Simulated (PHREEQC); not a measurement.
A solution holds 2.7 mmol/kgw CuCl2, 0.19 mmol/kgw H2SO4 and 190 mmol/kgw H3BO3, at 25 °C. Closed to the air; pH follows from the charge balance.

All values are PHREEQC results (ion-association model, phreeqc.dat), not measurements.

The ionic strength comes out as 0.00846 mol/kgw. What activity coefficients do HSO4-, CuCl+, Cu+2, Cl-, SO4-2 get?

HSO4- 0.91, CuCl+ 0.91, Cu+2 0.69, Cl- 0.91, SO4-2 0.69.

Precipitation was switched off in this run.
